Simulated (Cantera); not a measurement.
Charge: 1 mol BN, 180 mol H₂, equilibrated at 1023.15 K and 79.0 Pa.

Cantera equilibrium calculation (NASA polynomials, part measured and part estimated; ideal gas, pure solids and liquids). Candidate condensed phases: B, BN; 15 gas species. Equilibrium is a limit: real reactors are often held back by kinetics, nucleation or transport.

Base state: H₂ 1.00 (mole fractions); condensed: BN(s).

Question: What changes in the equilibrium state with this change: temperature from 1023.15 K to 1825 K?

Answer: 
```json
[
 {"species": "H₂", "before": "1.00", "after": "0.982"},
 {"species": "H", "before": "1.48e-7", "after": "0.0155"},
 {"species": "N₂", "before": "<1e-9", "after": "0.00275"},
 {"species": "BH₂", "before": "<1e-9", "after": "0.000152"},
 {"species": "BN(s), mol", "before": "1.00", "after": "0"},
 {"species": "B(s), mol", "before": "0", "after": "0.971"}
]
```
The tables' values for BH₂ are old estimates; treat these amounts as uncertain.
